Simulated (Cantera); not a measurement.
A Cantera script and what it prints.

```python
import numpy as np
import cantera as ct

gas_names = """
    CL CL2 N N2 Si SiCL SiCL2 SiCL3 SiCL4 SiN Si2 Si2N Si3
""".split()
cond_names = """
    Si(cr) Si(L) Si3N4(a)
""".split()


# ... load() reads the species with a 1 bar reference pressure and builds the phases ...
atoms = {
    'Si2Cl6': {'Si': 2, 'CL': 6},
    'N2': {'N': 2},
}
top_T = {'Si3N4(a)': 2400}  # K; cautious upper limits of use, not melting points


# ... equilibrate(T, P, feed) seeds the gas with the atoms and calls Mixture.equilibrate('TP', solver="vcs", rtol=1e-11, max_steps=5000) ...
results = []
feed = {'Si2Cl6': 1, 'N2': 0.45}  # mol
T = 1050  # K
P = 1333.22  # Pa
mix = equilibrate(T, P, feed)
results.append((T, P, feed, dict(zip(mix.species_names, mix.species_moles))))
print(gas.report(threshold=0.0001))
for i in range(1, mix.n_phases):
    print(f"{mix.phase(i).name:16s} {mix.phase_moles(i):12.5e} mol")
```

Output:

```
       temperature   1050 K
          pressure   1333.2 Pa
           density   0.024361 kg/m^3
  mean mol. weight   159.52 kg/kmol
   phase of matter   gas

                          1 kg             1 kmol
                     ---------------   ---------------
          enthalpy       -3.3932e+06        -5.413e+08  J
   internal energy       -3.4479e+06       -5.5003e+08  J
           entropy            3003.7        4.7915e+05  J/K
    Gibbs function        -6.547e+06       -1.0444e+09  J
 heat capacity c_p            631.64        1.0076e+05  J/K
 heat capacity c_v            579.52             92447  J/K

                      mass frac. Y      mole frac. X     chem. pot. / RT
                     ---------------   ---------------   ---------------
                N2          0.012727          0.072472           -31.931
             SiCL3         0.0017501         0.0020767           -98.482
             SiCL4           0.98547           0.92537           -126.55
     [  +10 minor]        5.2418e-05         8.453e-05

Si(cr)            0.00000e+00 mol
Si3N4(a)          1.66364e-01 mol
```

These are equilibrium values from Cantera (NASA tables, ideal gas, pure condensed phases), not measurements of a reactor. The feed counts by its element totals alone. N2 is the only nitrogen source here; it is nearly inert below about 1500 K, so the nitride shown seldom forms there in practice. The tables' values for SiCl3 are old estimates; treat these amounts as uncertain.
